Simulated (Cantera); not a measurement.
An isothermal, constant-pressure homogeneous reactor starts with 4.55 % CH4, 95.5 % N2, at 1800 K and 13300 Pa.

Computed with Cantera and GRI-Mech 3.0 (53 species, 325 reactions). GRI-Mech 3.0 stops at C3 and has no aromatics, soot or wall deposition, so with more carbon than oxygen in the feed, carbon stays in small species such as C2H2 where larger ones or solid carbon would form.

x: mole fraction; the columns are a selection and need not sum to one.

| t (s) | x CH4 | x CH2 | x C2H2 | x C2H4 | x H2 | x CH3 |
|---|---|---|---|---|---|---|
| 2.00e-5 | 0.0454 | 2.13e-10 | <1e-12 | 2.23e-10 | 4.30e-6 | 9.71e-6 |
| 6.83e-5 | 0.0454 | 2.31e-9 | 5.15e-11 | 1.58e-8 | 1.74e-5 | 3.58e-5 |
| 0.000233 | 0.0453 | 2.13e-8 | 9.02e-9 | 7.50e-7 | 6.33e-5 | 0.000124 |
| 0.000795 | 0.0450 | [?] | [?] | [?] | [?] | [?] |
| 0.00271 | 0.0419 | 1.42e-6 | 0.000205 | 0.000867 | 0.00299 | 0.00121 |
| 0.00926 | 0.0235 | 2.31e-6 | 0.00822 | 0.00170 | 0.0286 | 0.00114 |
| 0.0316 | 0.00772 | 1.16e-6 | 0.0177 | 0.000140 | 0.0535 | 0.000426 |
| 0.108 | 0.00172 | 4.28e-7 | 0.0208 | 1.21e-5 | 0.0625 | 0.000117 |
| 0.368 | 0.000369 | 1.17e-7 | 0.0215 | 4.72e-6 | 0.0645 | 2.79e-5 |
| 1.26 | 9.13e-5 | 3.06e-8 | 0.0217 | 4.38e-6 | 0.0649 | 7.08e-6 |
| 4.29 | 2.70e-5 | 9.17e-9 | 0.0217 | 4.37e-6 | 0.0650 | 2.11e-6 |
| 14.6 | 1.60e-5 | 5.44e-9 | 0.0217 | 4.37e-6 | 0.0650 | 1.25e-6 |
| 50.0 | 1.59e-5 | 5.40e-9 | 0.0217 | 4.37e-6 | 0.0650 | 1.24e-6 |

Question: Fill in the missing entries.

Answer: 
- 0.000795, x CH2: 1.97e-7
- 0.000795, x C2H2: 1.36e-6
- 0.000795, x C2H4: 2.99e-5
- 0.000795, x H2: 0.000275
- 0.000795, x CH3: 0.000417
